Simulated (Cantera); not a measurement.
What does this Cantera script print?

```python
import numpy as np
import cantera as ct

gas_names = """
    CL CL2 H HCL H2 Si SiCL SiCL2 SiCL3 SiCL4 SiH SiHCL3 SiH2 SiH2CL2 SiH3 SiH3CL SiH4 Si2 Si3
""".split()
cond_names = """
    Si(cr) Si(L)
""".split()


# ... load() reads the species with a 1 bar reference pressure and builds the phases ...
atoms = {
    'Si3H8': {'Si': 3, 'H': 8},
    'HCl': {'H': 1, 'CL': 1},
    'H2': {'H': 2},
}
top_T = {}  # K; cautious upper limits of use, not melting points


# ... equilibrate(T, P, feed) seeds the gas with the atoms and calls Mixture.equilibrate('TP', solver="vcs", rtol=1e-11, max_steps=5000) ...
results = []
T = 1573  # K
P = 11000  # Pa
for m in [0.047, 0.1, 0.22, 0.47, 1, 2.2, 4.6]:
    feed = {'Si3H8': 1, 'HCl': m, 'H2': 4}  # mol
    mix = equilibrate(T, P, feed)
    results.append((T, P, feed, dict(zip(mix.species_names, mix.species_moles))))
    x = sorted(zip(gas.X, gas.species_names), reverse=True)
    print(f"T = {T:g} K  P = {P:g} Pa  n(HCl) = {m:g} mol  gas = {mix.phase_moles(0):.4g} mol")
    print("   x: " + "  ".join(f"{s} {v:.3e}" for v, s in x if v > 0.0001))
    print("   condensed (mol): " + ("  ".join(f"{mix.phase(i).name} {mix.phase_moles(i):.4g}"
          for i in range(1, mix.n_phases) if mix.phase_moles(i) > 1e-12) or "none"))
```

Result:

```
T = 1573 K  P = 11000 Pa  n(HCl) = 0.047 mol  gas = 8.047 mol
   x: H2 9.941e-01  HCL 5.622e-03  H 1.222e-04  SiCL2 1.077e-04
   condensed (mol): Si(cr) 2.999
T = 1573 K  P = 11000 Pa  n(HCl) = 0.1 mol  gas = 8.1 mol
   x: H2 9.880e-01  HCL 1.143e-02  SiCL2 4.481e-04  H 1.219e-04
   condensed (mol): Si(cr) 2.996
T = 1573 K  P = 11000 Pa  n(HCl) = 0.22 mol  gas = 8.22 mol
   x: H2 9.750e-01  HCL 2.299e-02  SiCL2 1.836e-03  H 1.210e-04
   condensed (mol): Si(cr) 2.985
T = 1573 K  P = 11000 Pa  n(HCl) = 0.47 mol  gas = 8.47 mol
   x: H2 9.511e-01  HCL 4.222e-02  SiCL2 6.346e-03  SiCL3 1.451e-04  H 1.196e-04
   condensed (mol): Si(cr) 2.945
T = 1573 K  P = 11000 Pa  n(HCl) = 1 mol  gas = 8.995 mol
   x: H2 9.094e-01  HCL 7.083e-02  SiCL2 1.868e-02  SiCL3 7.331e-04  SiHCL3 1.288e-04  H 1.169e-04
   condensed (mol): Si(cr) 2.823
T = 1573 K  P = 11000 Pa  n(HCl) = 2.2 mol  gas = 10.17 mol
   x: H2 8.397e-01  HCL 1.086e-01  SiCL2 4.753e-02  SiCL3 2.975e-03  SiHCL3 5.022e-04  SiCL4 4.898e-04  H 1.123e-04
   condensed (mol): Si(cr) 2.475
T = 1573 K  P = 11000 Pa  n(HCl) = 4.6 mol  gas = 12.51 mol
   x: H2 7.506e-01  HCL 1.440e-01  SiCL2 9.360e-02  SiCL3 8.222e-03  SiCL4 1.899e-03  SiHCL3 1.312e-03  SiH2CL2 1.495e-04  H 1.062e-04
   condensed (mol): Si(cr) 1.684
```

Method: chemical equilibrium by Gibbs-energy minimisation in Cantera with the NASA 1993 tables (ideal gas, pure condensed phases). The feed counts by its element totals alone. The tables' values for SiCl3, SiCl are old estimates; treat these amounts as uncertain.
